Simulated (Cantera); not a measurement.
A diamond (100) surface in a fixed gas of H2 with x(CH4) = 0.021, x(H) = 0.00043, x(CH3) = 0.0018, 0.0380 bar; coverages are run to steady state.

Model: the Harris–Goodwin 1993 mechanism for the reconstructed diamond (100) surface, integrated in Cantera.

One state of this run: growth (µm/h) = 2.50; θ c6HH = 0.475; θ c6H* = 0.0384; θ c6*H = 0.448; θ c6** = 0.0118; θ c6HM = 0.00587. θ: site fractions in the mechanism's names (c6HH fully hydrogenated, c6H* and c6*H radical sites, c6** diradical, c6HM methylated).

**Question.** Which value of T (K) does it belong to?
(A) 1250
(B) 1200
(C) 1100
(D) 1350

**Answer.** A, 1250
